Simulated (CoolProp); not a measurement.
Saturation properties of carbon dioxide (Tc = 304.1 K, pc = 73.77 bar, ω = 0.224).

Values from CoolProp's reference Helmholtz-energy equation of state, Span 1996.

```json
[
 {"T (K)": "231", "p (bar)": "9.273", "vapour density (kg/m³)": "…", "enthalpy of vaporisation (kJ/kg)": "326.3", "liquid conductivity (mW/(m K))": "159"},
 {"T (K)": "233.7", "p (bar)": "10.25", "vapour density (kg/m³)": "26.65", "enthalpy of vaporisation (kJ/kg)": "321.4", "liquid conductivity (mW/(m K))": "156"},
 {"T (K)": "236.4", "p (bar)": "11.30", "vapour density (kg/m³)": "29.35", "enthalpy of vaporisation (kJ/kg)": "316.5", "liquid conductivity (mW/(m K))": "…"},
 {"T (K)": "239.1", "p (bar)": "12.43", "vapour density (kg/m³)": "32.27", "enthalpy of vaporisation (kJ/kg)": "311.4", "liquid conductivity (mW/(m K))": "…"},
 {"T (K)": "241.8", "p (bar)": "13.64", "vapour density (kg/m³)": "35.43", "enthalpy of vaporisation (kJ/kg)": "306.1", "liquid conductivity (mW/(m K))": "146"},
 {"T (K)": "244.6", "p (bar)": "…", "vapour density (kg/m³)": "38.97", "enthalpy of vaporisation (kJ/kg)": "300.6", "liquid conductivity (mW/(m K))": "143"},
 {"T (K)": "247.3", "p (bar)": "16.37", "vapour density (kg/m³)": "…", "enthalpy of vaporisation (kJ/kg)": "295.0", "liquid conductivity (mW/(m K))": "140"},
 {"T (K)": "250", "p (bar)": "17.85", "vapour density (kg/m³)": "46.64", "enthalpy of vaporisation (kJ/kg)": "289.3", "liquid conductivity (mW/(m K))": "…"},
 {"T (K)": "252.7", "p (bar)": "19.42", "vapour density (kg/m³)": "50.95", "enthalpy of vaporisation (kJ/kg)": "283.4", "liquid conductivity (mW/(m K))": "…"},
 {"T (K)": "255.4", "p (bar)": "21.10", "vapour density (kg/m³)": "55.60", "enthalpy of vaporisation (kJ/kg)": "277.4", "liquid conductivity (mW/(m K))": "130"},
 {"T (K)": "258.1", "p (bar)": "22.87", "vapour density (kg/m³)": "60.63", "enthalpy of vaporisation (kJ/kg)": "271.1", "liquid conductivity (mW/(m K))": "127"}
]
```

Problem. Complete the blanks.

Solution. 
- 231, vapour density (kg/m³): 24.15
- 236.4, liquid conductivity (mW/(m K)): 153
- 239.1, liquid conductivity (mW/(m K)): 150
- 244.6, p (bar): 14.99
- 247.3, vapour density (kg/m³): 42.66
- 250, liquid conductivity (mW/(m K)): 137
- 252.7, liquid conductivity (mW/(m K)): 133

Thermal conductivity comes from a separate model (Huber 2016).
